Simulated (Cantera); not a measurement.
Standard-state values (1 bar) from the NASA 1993 polynomials, evaluated with Cantera. Values are per mole of reaction as written; species without (g) are pure solids or liquids, kept so even where they would boil at 1 bar.

2 SO3(g) + MgS → Mg + 3 SO2(g), with ΔH° = 246.7 kJ and ΔS° = 213.3 J/K at 300 K.

Task: How far is the shortcut ΔG° ≈ ΔH°(300 K) − T·ΔS°(300 K) from the full temperature-dependent value at 425, 575, 725, 875, 1025, 1175, 1325, 1475, 1625 K?

Result: 
```
T (K)  shortcut (kJ)  full (kJ)  difference (kJ)  difference in log10 K  condensed phases
-----  -------------  ---------  ---------------  ---------------------  ----------------
425            156.1      156.2             -0.1                   0.01     MgS(s), Mg(s)
575            124.1      124.6             -0.5                   0.05     MgS(s), Mg(s)
725             92.1       93.4             -1.3                   0.09     MgS(s), Mg(s)
875             60.1       62.5             -2.4                   0.14     MgS(s), Mg(s)
1025            28.1       30.8             -2.7                   0.14     MgS(s), Mg(l)
1175            -3.8       -1.1             -2.7                   0.12     MgS(s), Mg(l)
1325           -35.8      -32.9             -2.9                   0.11     MgS(s), Mg(l)
1475           -67.8      -64.6             -3.2                   0.11     MgS(s), Mg(l)
1625           -99.8      -96.2             -3.6                   0.12     MgS(s), Mg(l)
```
The shortcut ignores heat capacities and the phase changes listed.
